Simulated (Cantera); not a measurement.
Equilibrium for tantalum, niobium, vanadium and zirconium in process gases: Ta(OEt)5 + CH4 + H2

A closed system holds: 1 mol Ta(OEt)5, 4.5 mol CH4, 95 mol H2, at 13.3 mbar.

Method: chemical equilibrium by Gibbs-energy minimisation in Cantera with the NASA 1993 tables (ideal gas, pure condensed phases). Candidate condensed phases: C, C6H6, C7H8, C8H18, H2O, Ta, TaC, Ta2O5; 113 gas species. The feed counts by its element totals alone. TaC: taken at fixed stoichiometry. Condensed phases not in the tables: Ta2C. Equilibrium is a limit: real reactors are often held back by kinetics, nucleation or transport.

At 948 K the condensed part is C(graphite) + Ta2O5(s). From 1098 K to 2298 K the condensed part is C(graphite) + TaC(s).

| T (K) | x H2 | x H | x CO | x C2H2 (acetylene) | x CH4 | x H2O | x C2H | n C(graphite) | n Ta2O5(s) | n TaC(s) |
|---|---|---|---|---|---|---|---|---|---|---|
| 948 | 0.977 | 4.49e-9 | 0.0208 | 2.52e-10 | 0.00218 | 0.000262 | <1e-12 | 11.8 | 0.500 | 0 |
| 1098 | 0.958 | 2.10e-7 | 0.0411 | 1.22e-8 | 0.000447 | 4.83e-5 | <1e-12 | 8.45 | 0 | 1.00 |
| 1248 | 0.959 | 3.96e-6 | 0.0411 | 2.33e-7 | 0.000137 | 8.09e-6 | <1e-12 | 8.48 | 0 | 1.00 |
| 1398 | 0.959 | 4.01e-5 | 0.0412 | 2.35e-6 | 5.35e-5 | 1.99e-6 | <1e-12 | 8.49 | 0 | 1.00 |
| 1548 | 0.959 | 0.000261 | 0.0411 | 1.50e-5 | 2.51e-5 | 6.46e-7 | 1.03e-11 | 8.49 | 0 | 1.00 |
| 1698 | 0.958 | 0.00123 | 0.0411 | 6.90e-5 | 1.35e-5 | 2.56e-7 | 4.89e-10 | 8.48 | 0 | 1.00 |
| 1848 | 0.954 | 0.00449 | 0.0411 | 0.000246 | 8.00e-6 | 1.18e-7 | 1.23e-8 | 8.44 | 0 | 1.00 |
| 1998 | 0.945 | 0.0135 | 0.0409 | 0.000716 | 5.08e-6 | 6.08e-8 | 1.90e-7 | 8.32 | 0 | 1.00 |
| 2148 | 0.923 | 0.0347 | 0.0404 | 0.00177 | 3.35e-6 | 3.38e-8 | 1.98e-6 | 8.06 | 0 | 1.00 |
| 2298 | 0.879 | 0.0778 | 0.0396 | 0.00376 | 2.21e-6 | 1.95e-8 | 1.50e-5 | 7.54 | 0 | 1.00 |
x: gas mole fraction; n: condensed amount in mol.
